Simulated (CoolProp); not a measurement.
Cyclopentane at several states: density (kg/m³) from the reference equation and from simpler models built on Tc = 511.7 K, pc = 4.583 MPa, ω = 0.202; each cubic takes its own stable root.

The numbers come from the reference Helmholtz-energy equation of state, Gedanitz 2015 in CoolProp.

```json
[
 {"T (K)": "352.6", "p (MPa)": "0.426", "phase": "liquid", "reference": "683.5", "van der Waals": "10.96", "Redlich-Kwong": "632.6", "Soave-Redlich-Kwong": "651.5", "Peng-Robinson": "737.5"},
 {"T (K)": "501.4", "p (MPa)": "0.47", "phase": "gas", "reference": "8.234", "van der Waals": "8.176", "Redlich-Kwong": "8.219", "Soave-Redlich-Kwong": "8.221", "Peng-Robinson": "8.256"},
 {"T (K)": "463.9", "p (MPa)": "0.0268", "phase": "gas", "reference": "0.4887", "van der Waals": "0.4884", "Redlich-Kwong": "0.4886", "Soave-Redlich-Kwong": "0.4886", "Peng-Robinson": "0.4888"}
]
```

At some of these states van der Waals gives the other phase, because its saturation line lies elsewhere.
